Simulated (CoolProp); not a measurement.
R245ca along the isobar 44.4 bar: fugacity coefficient from the reference equation and from simpler models built on Tc = 447.6 K, pc = 39.41 bar, ω = 0.355; each cubic takes its own stable root.

The numbers come from the reference Helmholtz-energy equation of state, Zhou 2016 in CoolProp.

```csv
T (K),phase,reference,van der Waals,Redlich-Kwong,Soave-Redlich-Kwong,Peng-Robinson
340.8,liquid,0.09683,0.2715,0.1562,0.09964,0.09644
348.6,liquid,0.1176,0.2960,0.1810,0.1213,0.1172
356.4,liquid,0.1411,0.3211,0.2078,0.1459,0.1408
364.2,liquid,0.1674,0.3470,0.2365,0.1734,0.1671
372,liquid,0.1966,0.3735,0.2669,0.2039,0.1964
379.8,liquid,0.2285,0.4006,0.2989,0.2374,0.2284
387.6,liquid,0.2632,0.4280,0.3324,0.2736,0.2632
395.4,liquid,0.3005,0.4558,0.3671,0.3125,0.3005
403.2,liquid,0.3402,0.4838,0.4029,0.3537,0.3401
411,liquid,0.3822,0.5119,0.4394,0.3970,0.3817
418.8,liquid,0.4261,0.5399,0.4763,0.4419,0.4250
426.6,liquid,0.4715,0.5678,0.5134,0.4878,0.4692
434.4,liquid,0.5180,0.5952,0.5501,0.5341,0.5139
442.2,liquid,0.5647,0.6220,0.5859,0.5795,0.5578
450,supercritical,0.6103,0.6477,0.6198,0.6224,0.5993
```
